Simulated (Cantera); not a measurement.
Thermodynamics of aluminium nitride and oxide growth, feed Al(CH3)3 + N2O + N2 + NH3

A closed system holds: 1 mol Al(CH3)3, 1.1 mol N2O, 1.1 mol N2, 0.35 mol NH3, at 0.0130 bar.

Cantera equilibrium calculation (NASA polynomials, part measured and part estimated; ideal gas, pure solids and liquids). Candidate condensed phases: Al, AlN, Al2O3, C, C6H6, C7H8, C8H18, H2O; 148 gas species. The feed counts by its element totals alone. Mutual solubility and eutectic melting of coexisting phases are not modelled. The numbers say what is thermodynamically allowed, not how fast it happens.

From 775 K to 1475 K the condensed part is AlN(s) + Al2O3(s) + C(graphite). From 1575 K to 1675 K the condensed part is AlN(s) + C(graphite).

```
T (K)   x H2   x N2      x CO     x CH4     x HCN       x H  x C2H2 (acetylene)     x HNC  n AlN(s)  n Al2O3(s)  n C(graphite)
-----  -----  -----  --------  --------  --------  --------  ------------------  --------  --------  ----------  -------------
775    0.676  0.312   4.76e-9    0.0121   2.25e-8  7.15e-12              <1e-12  4.00e-12     0.267       0.367           2.91
875    0.688  0.309   3.03e-7   0.00269   2.42e-7  3.65e-10            1.63e-11  1.26e-10     0.267       0.367           2.98
975    0.690  0.309   8.14e-6  0.000779   1.59e-6   8.34e-9            3.94e-10   1.95e-9     0.267       0.367           2.99
1075   0.691  0.309  0.000118  0.000280   7.32e-6   1.07e-7             5.20e-9   1.80e-8     0.267       0.366           3.00
1175   0.691  0.308   0.00107  0.000119   2.59e-5   8.94e-7             4.40e-8   1.14e-7     0.272       0.364           2.99
1275   0.688  0.305   0.00680   5.71e-5   7.46e-5   5.36e-6             2.64e-7   5.33e-7     0.300       0.350           2.95
1375   0.676  0.291    0.0324   2.96e-5  0.000179   2.47e-5             1.20e-6   1.94e-6     0.427       0.286           2.76
1475   0.636  0.244     0.119   1.53e-5  0.000348   9.08e-5             4.24e-6   5.42e-6     0.891      0.0543           2.06
1575   0.628  0.234     0.137   9.31e-6  0.000670  0.000289             1.32e-5   1.43e-5     1.000           0           1.89
1675   0.627  0.234     0.137   6.15e-6   0.00122  0.000806             3.64e-5   3.42e-5     1.000           0           1.89
```
x: gas mole fraction; n: condensed amount in mol.
